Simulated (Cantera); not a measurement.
Input: 1 mol SiH4, 0.19 mol C2H4, 15 mol H2, at 10.0 mbar.

Method: chemical equilibrium by Gibbs-energy minimisation in Cantera with the NASA 1993 tables (ideal gas, pure condensed phases). Candidate condensed phases: C, C6H6, C7H8, C8H18, Si, SiC; 87 gas species. Mutual solubility and eutectic melting of coexisting phases are not modelled. Gases not in the tables: Si2H6 and higher silanes. Equilibrium is a limit: real reactors are often held back by kinetics, nucleation or transport.

Task: What share of the Si ends up in condensed phases as a function of T (K), at 1675, 1725, 1775, 1825, 1875, 1925, 1975, 2025, 2075, 2125, 2175, 2225, 2275, 2325?

Result: 
| T (K) | Si condensed (%) | as |
|---|---|---|
| 1675 | 99.9 | Si(s) + SiC(s) |
| 1725 | 99.8 | Si(l) + SiC(s) |
| 1775 | 99.5 | Si(l) + SiC(s) |
| 1825 | 99.0 | Si(l) + SiC(s) |
| 1875 | 98.1 | Si(l) + SiC(s) |
| 1925 | 96.4 | Si(l) + SiC(s) |
| 1975 | 93.3 | Si(l) + SiC(s) |
| 2025 | 87.9 | Si(l) + SiC(s) |
| 2075 | 78.6 | Si(l) + SiC(s) |
| 2125 | 62.8 | Si(l) + SiC(s) |
| 2175 | 36.3 | Si(l) + SiC(s) |
| 2225 | 33.8 | SiC(s) |
| 2275 | 30.8 | SiC(s) |
| 2325 | 22.0 | SiC(s) |
